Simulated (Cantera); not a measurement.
# Hydrocarbon pyrolysis for carbon deposition

An isothermal, constant-pressure homogeneous reactor starts with C2H6 : H2 = 1 : 1.2 (molar parts), at 1950 K and 1.01 bar.

Cantera simulation using GRI-Mech 3.0 (53 species, 325 reactions); the numbers are that mechanism's predictions, not measurements. GRI-Mech 3.0 stops at C3 and has no aromatics, soot or wall deposition, so with more carbon than oxygen in the feed, carbon stays in small species such as C2H2 where larger ones or solid carbon would form.

| t (s) | x C2H6 | x H2 | x C2H2 | x CH2 | x C2H4 |
|---|---|---|---|---|---|
| 0.000100 | 0.000373 | 0.608 | 0.173 | 4.22e-6 | 0.0134 |
| 0.000268 | 0.000251 | 0.640 | 0.191 | 3.73e-6 | 0.00461 |
| 0.000720 | 0.000111 | 0.682 | 0.207 | 2.77e-6 | 0.00273 |
| 0.00193 | 3.14e-5 | 0.720 | 0.222 | 1.72e-6 | 0.00184 |
| 0.00518 | 6.45e-6 | 0.743 | 0.230 | 8.88e-7 | 0.00162 |
| 0.0139 | 1.51e-6 | 0.753 | 0.234 | 4.38e-7 | 0.00160 |
| 0.0373 | 8.09e-7 | 0.755 | 0.235 | 2.99e-7 | 0.00160 |
| 0.100 | 7.71e-7 | 0.756 | 0.235 | 2.89e-7 | 0.00160 |
| 0.268 | 7.71e-7 | 0.756 | 0.235 | 2.89e-7 | 0.00160 |
| 0.720 | 7.71e-7 | 0.756 | 0.235 | 2.89e-7 | 0.00160 |
| 1.93 | 7.71e-7 | 0.756 | 0.235 | 2.89e-7 | 0.00160 |
| 5.18 | 7.71e-7 | 0.756 | 0.235 | 2.89e-7 | 0.00160 |
| 13.9 | 7.71e-7 | 0.756 | 0.235 | 2.89e-7 | 0.00160 |
| 37.3 | 7.71e-7 | 0.756 | 0.235 | 2.89e-7 | 0.00160 |
| 100 | 7.71e-7 | 0.756 | 0.235 | 2.89e-7 | 0.00160 |
x: mole fraction; the columns are a selection and need not sum to one.

Equilibrium at this temperature and pressure: C2H6 7.71e-7, H2 0.756, C2H2 0.235, CH2 2.89e-7, C2H4 0.00160 (gas phase only).
